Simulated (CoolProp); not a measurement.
A simple Rankine cycle with water: condensing at 309.15 K, boiler at 0.0343 MPa, turbine inlet 347.4 K, turbine efficiency 0.75, pump efficiency 0.6, no recuperator. Each further row changes one setting.

The numbers come from the reference Helmholtz-energy equation of state, Wagner 2002 in CoolProp.

```json
[
 {"case": "as stated", "thermal efficiency (%)": "7.6", "net work (kJ/kg)": "189", "heat in (kJ/kg)": "2480", "turbine exit temperature (K)": "309.2", "volume ratio over the turbine": "4.90"},
 {"case": "turbine inlet 367.4 K", "thermal efficiency (%)": "7.7", "net work (kJ/kg)": "193", "heat in (kJ/kg)": "2520", "turbine exit temperature (K)": "309.2", "volume ratio over the turbine": "4.69"},
 {"case": "condensing temperature 301.15 K", "thermal efficiency (%)": "9.3", "net work (kJ/kg)": "233", "heat in (kJ/kg)": "2520", "turbine exit temperature (K)": "301.2", "volume ratio over the turbine": "7.41"},
 {"case": "boiler pressure 0.024 MPa", "thermal efficiency (%)": "6.1", "net work (kJ/kg)": "152", "heat in (kJ/kg)": "2490", "turbine exit temperature (K)": "309.2", "volume ratio over the turbine": "3.48"},
 {"case": "turbine efficiency 0.65", "thermal efficiency (%)": "6.6", "net work (kJ/kg)": "164", "heat in (kJ/kg)": "2480", "turbine exit temperature (K)": "309.2", "volume ratio over the turbine": "4.95"}
]
```

The expansion ends wet for: as stated; turbine inlet 367.4 K; condensing temperature 301.15 K; boiler pressure 0.024 MPa; turbine efficiency 0.65.
